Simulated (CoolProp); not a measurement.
A single-stage vapour-compression cycle with CH3F (R41): evaporating at 204.15 K (dew point), condensing at 238.15 K (bubble point), superheat 10 K, subcooling 0 K, compressor efficiency 0.75, no pressure losses. Each further row changes one setting.

Values from CoolProp's reference Helmholtz-energy equation of state, Lemmon 2006. It is a short technical equation, of lower accuracy than the large ones.

```json
[
 {"case": "as stated", "cooling COP": "3.68", "pressure ratio": "4.17", "discharge temperature (K)": "321.6", "refrigerating effect (kJ/kg)": "414", "volumetric capacity (kJ/m³)": "1370"},
 {"case": "evaporating temperature 209.15 K", "cooling COP": "4.54", "pressure ratio": "[?]", "discharge temperature (K)": "307.7", "refrigerating effect (kJ/kg)": "417", "volumetric capacity (kJ/m³)": "1730"},
 {"case": "condensing temperature 233.15 K", "cooling COP": "[?]", "pressure ratio": "3.48", "discharge temperature (K)": "[?]", "refrigerating effect (kJ/kg)": "425", "volumetric capacity (kJ/m³)": "1410"},
 {"case": "subcooling 5 K", "cooling COP": "[?]", "pressure ratio": "4.17", "discharge temperature (K)": "321.6", "refrigerating effect (kJ/kg)": "425", "volumetric capacity (kJ/m³)": "1410"},
 {"case": "superheat 20 K", "cooling COP": "3.59", "pressure ratio": "4.17", "discharge temperature (K)": "336.1", "refrigerating effect (kJ/kg)": "425", "volumetric capacity (kJ/m³)": "1330"},
 {"case": "compressor efficiency 0.65", "cooling COP": "3.19", "pressure ratio": "4.17", "discharge temperature (K)": "335.5", "refrigerating effect (kJ/kg)": "414", "volumetric capacity (kJ/m³)": "1370"}
]
```

Some entries are withheld; supply them.


- evaporating temperature 209.15 K, pressure ratio: 3.27
- condensing temperature 233.15 K, cooling COP: 4.43
- condensing temperature 233.15 K, discharge temperature (K): 306.4
- subcooling 5 K, cooling COP: 3.78
